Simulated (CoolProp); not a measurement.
Vapour-liquid equilibrium of CH2F2 (R32) (1) + propylene (2) at 1 MPa; x and y are mole fractions of (1).

Model: multi-fluid Helmholtz-energy mixture model, Tillner-Roth 1997 and Lemmon 2013; pair parameters Bell 2016, in CoolProp.

```csv
x,bubble temperature (°C),y at the bubble point,dew temperature at overall composition x (°C),liquid density (mol/L)
0.05,14.6,[?],17.6,12.58
0.15,8.2,[?],[?],13.16
0.25,4.5,0.430,10.7,13.70
0.35,[?],0.502,7.2,14.26
0.45,1.2,0.556,3.9,14.87
0.55,0.5,0.602,1.3,[?]
0.65,0.3,0.647,0.3,16.33
0.75,0.6,0.699,1.3,[?]
0.85,1.7,0.773,[?],18.22
0.95,4.3,0.899,5.4,19.30
```

### Question
What belongs in the gaps?

### Answer

- 0.05, y at the bubble point: 0.139
- 0.15, y at the bubble point: 0.320
- 0.15, dew temperature at overall composition x (°C): 14.2
- 0.35, bubble temperature (°C): 2.4
- 0.55, liquid density (mol/L): 15.55
- 0.75, liquid density (mol/L): 17.22
- 0.85, dew temperature at overall composition x (°C): 3.2

y crosses x between x = 0.55 and 0.65: the model has an azeotrope there.

Pair parameters are fitted to limited data, so mixtures are less certain than the pure fluids.
